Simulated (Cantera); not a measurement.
What does this Cantera script print?

```python
import numpy as np
import cantera as ct

gas_names = [...]  # 93 gases of nasa_gas.yaml made of C, H, N, Ti
cond_names = """
    C(gr) C6H6(L) C7H8(L) C8H18(L),n-octa Ti(a) Ti(b) Ti(L) TiC(s) TiC(L) TiN(s) TiN(L)
""".split()


# ... load() reads the species with a 1 bar reference pressure and builds the phases ...
atoms = {
    'Ti(NMe2)4': {'Ti': 1, 'C': 8, 'H': 24, 'N': 4},
    'C3H8': {'C': 3, 'H': 8},
}
top_T = {'C(gr)': 4500}  # K; cautious upper limits of use, not melting points


# ... equilibrate(T, P, feed) seeds the gas with the atoms and calls Mixture.equilibrate('TP', solver="vcs", rtol=1e-11, max_steps=5000) ...
results = []
feed = {'Ti(NMe2)4': 1, 'C3H8': 0.17}  # mol
P = 880  # Pa
for T in [1648, 1698, 1748, 1798, 1848, 1898, 1948, 1998, 2048]:
    mix = equilibrate(T, P, feed)
    results.append((T, P, feed, dict(zip(mix.species_names, mix.species_moles))))

top = {s: max(r[3][s] / sum(r[3][g] for g in gas_names) for r in results) for s in gas_names}
cols = sorted((s for s in top if top[s] > 1e-05), key=lambda s: -top[s])[:9]
seen = [c for c in cond_names if any(r[3].get(c, 0) > 1e-12 for r in results)]
print("log10 of partial pressures in bar; condensed amounts in mol")
print(f"{'T/K':>10s}" + "".join(f"{s[:9]:>10s}" for s in cols + seen))
for T, P, feed, n in results:
    ng = sum(n[g] for g in gas_names)
    print(f"{T:10.4g}" + "".join(f"{np.log10(max(n[s] / ng * P / 1e5, 1e-99)):10.3f}" for s in cols)
          + "".join(f"{n.get(c, 0):10.4g}" for c in seen))
```

It prints:

```
log10 of partial pressures in bar; condensed amounts in mol
       T/K        H2        N2         H       HCN C2H2,acet       HNC     C(gr)    TiC(s)
      1648    -2.120    -2.923    -5.110    -5.085    -6.469    -6.668     7.495         1
      1698    -2.120    -2.924    -4.900    -4.963    -6.262    -6.489     7.489         1
      1748    -2.121    -2.924    -4.701    -4.848    -6.068    -6.321     7.483         1
      1798    -2.121    -2.925    -4.514    -4.739    -5.885    -6.162     7.474         1
      1848    -2.122    -2.927    -4.337    -4.637    -5.712    -6.013     7.463         1
      1898    -2.124    -2.928    -4.169    -4.541    -5.548    -5.872      7.45         1
      1948    -2.126    -2.930    -4.010    -4.451    -5.394    -5.738     7.434         1
      1998    -2.128    -2.933    -3.859    -4.365    -5.249    -5.612     7.414         1
      2048    -2.132    -2.936    -3.716    -4.285    -5.111    -5.494     7.391         1
```

These are equilibrium values from Cantera (NASA tables, ideal gas, pure condensed phases), not measurements of a reactor. The feed counts by its element totals alone. TiC: taken at fixed stoichiometry.
